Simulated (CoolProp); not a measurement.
Values from CoolProp's reference Helmholtz-energy equation of state, Lemmon 2004. It is a short technical equation, of lower accuracy than the large ones.

### Question
For n-dodecane, give the phase and the Z, Joule-Thomson coefficient (K/MPa), viscosity (µPa s), Prandtl number at 312.9 K and 2.05 MPa; 329.1 K and 2.05 MPa; 337.2 K and 2.05 MPa.

### Answer
- 312.9 K and 2.05 MPa: liquid; Z 0.182, Joule-Thomson coefficient -0.415, viscosity 1090, Prandtl number 18.6
- 329.1 K and 2.05 MPa: liquid; Z 0.176, Joule-Thomson coefficient -0.398, viscosity 865, Prandtl number 15.6
- 337.2 K and 2.05 MPa: liquid; Z 0.173, Joule-Thomson coefficient -0.390, viscosity 779, Prandtl number 14.4

Viscosity comes from a separate model (Huber 2004). Thermal conductivity comes from a separate model (Huber 2004).
